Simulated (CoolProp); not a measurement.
A single-stage vapour-compression cycle with R22: evaporating at 234.15 K (dew point), condensing at 282.15 K (bubble point), superheat 8 K, subcooling 2 K, compressor efficiency 0.75, no pressure losses. Each further row changes one setting.

Model: reference Helmholtz-energy equation of state, Kamei 1995, in CoolProp.

```csv
case,cooling COP,pressure ratio,discharge temperature (K),refrigerating effect (kJ/kg),volumetric capacity (kJ/m³)
as stated,(withheld),5.99,343.8,185,907
evaporating temperature 239.15 K,3.52,4.79,336.5,188,(withheld)
condensing temperature 277.15 K,(withheld),(withheld),(withheld),191,936
subcooling 7 K,3.12,5.99,343.8,191,936
superheat 18 K,2.99,5.99,(withheld),191,896
compressor efficiency 0.65,(withheld),5.99,(withheld),185,907
```

Problem. Fill in the missing entries.

Solution. 
- as stated, cooling COP: 3.02
- evaporating temperature 239.15 K, volumetric capacity (kJ/m³): 1130
- condensing temperature 277.15 K, cooling COP: 3.45
- condensing temperature 277.15 K, pressure ratio: 5.14
- condensing temperature 277.15 K, discharge temperature (K): 334.5
- superheat 18 K, discharge temperature (K): 355.6
- compressor efficiency 0.65, cooling COP: 2.62
- compressor efficiency 0.65, discharge temperature (K): 356.3
